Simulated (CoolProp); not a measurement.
Saturated liquid density (kg/m³) of hexamethyldisiloxane (MM): the reference equation beside estimates from Tc = 245.6 °C, pc = 19.31 bar, ω = 0.418.

Computed with CoolProp (reference Helmholtz-energy equation of state, Thol 2016).

```csv
T (°C),reference,van der Waals,Redlich-Kwong
9.05,776.2,464.6,687.7
19.95,764.8,458.6,677.5
30.85,753.3,452.4,667.0
41.85,741.5,445.9,655.9
52.75,729.7,439.3,644.5
63.65,717.7,432.5,632.6
74.55,705.4,425.5,620.1
85.45,692.8,418.1,607.2
96.35,679.9,410.5,593.6
107.25,666.6,402.5,579.5
118.15,652.9,394.2,564.6
129.15,638.5,385.4,548.8
140.05,623.7,376.3,532.3
```

Absolute difference from the reference over all 13 rows, mean and median: van der Waals 39.8 and 39.7 %, Redlich-Kwong 12.4 and 12.1 %.
